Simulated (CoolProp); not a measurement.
Vapour-liquid equilibrium of isopentane (1) + toluene (2) at 363.1 K; x and y are mole fractions of (1).

Model: multi-fluid Helmholtz-energy mixture model, Lemmon 2006 and Lemmon 2006; pair parameters Bell 2016, in CoolProp.

Q: Give the bubble pressure and the first vapour's composition at x = 0.45, 0.55, 0.65. Is there an azeotrope?

A: x = 0.45: 0.3255 MPa, y = 0.891; x = 0.55: 0.3732 MPa, y = 0.916; x = 0.65: 0.4173 MPa, y = 0.936. No azeotrope shows between x = 0.05 and 0.95.

Pair parameters are fitted to limited data, so mixtures are less certain than the pure fluids.
